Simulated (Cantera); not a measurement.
Input (Python, Cantera) and output of one run.

```python
import numpy as np
import cantera as ct

gas_names = """
    CL CL2 H HCL H2 N NH NH2 NH3 N2 N2H2 N2H4 Si SiCL SiCL2 SiCL3 SiCL4 SiH SiHCL3 SiH2 SiH2CL2 SiH3
    SiH3CL SiH4 SiN Si2 Si2N Si3
""".split()
cond_names = """
    NH4CL(a) NH4CL(b) Si(cr) Si(L) Si3N4(a)
""".split()


# ... load() reads the species with a 1 bar reference pressure and builds the phases ...
atoms = {
    'SiHCl3': {'Si': 1, 'H': 1, 'CL': 3},
    'NH3': {'N': 1, 'H': 3},
}
top_T = {'Si3N4(a)': 2400}  # K; cautious upper limits of use, not melting points


# ... equilibrate(T, P, feed) seeds the gas with the atoms and calls Mixture.equilibrate('TP', solver="vcs", rtol=1e-11, max_steps=5000) ...
results = []
T = 1923.15  # K
P = 1000  # Pa
for m in [0.31, 0.5, 0.8, 1.3, 2, 3.3, 5.3, 8.5, 14]:
    feed = {'SiHCl3': 1, 'NH3': m}  # mol
    mix = equilibrate(T, P, feed)
    results.append((T, P, feed, dict(zip(mix.species_names, mix.species_moles))))

top = {s: max(r[3][s] / sum(r[3][g] for g in gas_names) for r in results) for s in gas_names}
cols = sorted((s for s in top if top[s] > 0.0001), key=lambda s: -top[s])[:7]
seen = [c for c in cond_names if any(r[3].get(c, 0) > 1e-12 for r in results)]
print("log10 of partial pressures in bar; condensed amounts in mol")
print(f"{'n(NH3)':>10s}" + "".join(f"{s[:9]:>10s}" for s in cols + seen))
for T, P, feed, n in results:
    ng = sum(n[g] for g in gas_names)
    print(f"{feed['NH3']:10.4g}" + "".join(f"{np.log10(max(n[s] / ng * P / 1e5, 1e-99)):10.3f}" for s in cols)
          + "".join(f"{n.get(c, 0):10.4g}" for c in seen))
```

Result:

```
log10 of partial pressures in bar; condensed amounts in mol
    n(NH3)        H2     SiCL2       HCL        N2     SiCL3         H        CL     Si(L)
      0.31    -2.739    -2.432    -2.436    -3.228    -4.015    -4.395    -4.215         0
       0.5    -2.600    -2.489    -2.490    -3.080    -4.196    -4.325    -4.339         0
       0.8    -2.480    -2.568    -2.565    -2.956    -4.409    -4.265    -4.474         0
       1.3    -2.378    -2.676    -2.665    -2.852    -4.668    -4.215    -4.625         0
         2    -2.310    -2.799    -2.764    -2.781    -4.925    -4.180    -4.758   0.01123
       3.3    -2.257    -3.005    -2.841    -2.720    -5.234    -4.154    -4.861    0.1099
       5.3    -2.219    -3.231    -2.935    -2.680    -5.573    -4.135    -4.975     0.213
       8.5    -2.191    -3.485    -3.048    -2.653    -5.954    -4.121    -5.102    0.3187
        14    -2.170    -3.783    -3.186    -2.635    -6.400    -4.111    -5.250    0.4229
```

Method: chemical equilibrium by Gibbs-energy minimisation in Cantera with the NASA 1993 tables (ideal gas, pure condensed phases). The tables' values for SiCl3, SiCl, SiN are old estimates; treat these amounts as uncertain. Gases not in the tables: Si2H6 and higher silanes.
